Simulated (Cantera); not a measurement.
**Thermodynamics of metals in furnace atmospheres, feed Ti + CO₂ + N₂**

Input: 1 mol Ti, 4.3 mol CO₂, 110 mol N₂, equilibrated at 0.170 bar.

These are equilibrium values from Cantera (NASA tables, ideal gas, pure condensed phases), not measurements of a reactor. Candidate condensed phases: C, Ti, TiC, TiN, TiO, TiO₂, Ti₂O₃, Ti₃O₅, Ti₄O₇; 27 gas species. The numbers say what is thermodynamically allowed, not how fast it happens.

| T (K) | x N₂ | x CO₂ | x CO | x NO | n C(graphite) | n TiO₂(rutile) |
|---|---|---|---|---|---|---|
| 725 | 0.966 | 0.0240 | 0.00989 | <1e-12 | 0.437 | 1.00 |
| 800 | 0.962 | 0.0201 | 0.0175 | <1e-12 | 0 | 1.00 |
| 875 | 0.962 | 0.0201 | 0.0175 | <1e-12 | 0 | 1.00 |
| 950 | 0.962 | 0.0201 | 0.0175 | <1e-12 | 0 | 1.00 |
| 1025 | 0.962 | 0.0201 | 0.0175 | <1e-12 | 0 | 1.00 |
| 1100 | 0.962 | 0.0201 | 0.0175 | <1e-12 | 0 | 1.00 |
| 1175 | 0.962 | 0.0201 | 0.0175 | 1.04e-11 | 0 | 1.00 |
| 1250 | 0.962 | 0.0201 | 0.0175 | 1.02e-10 | 0 | 1.00 |
| 1325 | 0.962 | 0.0201 | 0.0175 | 7.81e-10 | 0 | 1.00 |
| 1400 | 0.962 | 0.0201 | 0.0175 | 4.78e-9 | 0 | 1.00 |
| 1475 | 0.962 | 0.0201 | 0.0175 | 2.43e-8 | 0 | 1.00 |
| 1550 | 0.962 | 0.0201 | 0.0175 | 1.05e-7 | 0 | 1.00 |
x: gas mole fraction; n: condensed amount in mol.

At 725 K the condensed part is C(graphite) + TiO₂(rutile). From 800 K to 1550 K the condensed part is TiO₂(rutile).
